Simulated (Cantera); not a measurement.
A closed system holds: 1 mol NF3, 0.042 mol SO2, 1.4 mol O2, equilibrated at 2475 K and 1330 Pa.

These are equilibrium values from Cantera (NASA tables, ideal gas, pure condensed phases), not measurements of a reactor. Candidate condensed phases: S; 35 gas species. Kinetics and transport are ignored.

Question: What is the equilibrium state?

Answer: 
```json
{
  "x(F)": "0.590",
  "x(O2)": "0.244",
  "x(N2)": "0.0943",
  "x(O)": "0.0548",
  "x(NO)": "0.00820",
  "x(SO2)": "0.00760",
  "x(SO)": "0.000641",
  "x(FO)": "2.21e-5",
  "x(S)": "1.38e-5",
  "gas_amount": "5.083 mol",
  "log10 activity of S(l) (absent)": "-7.09"
}
```
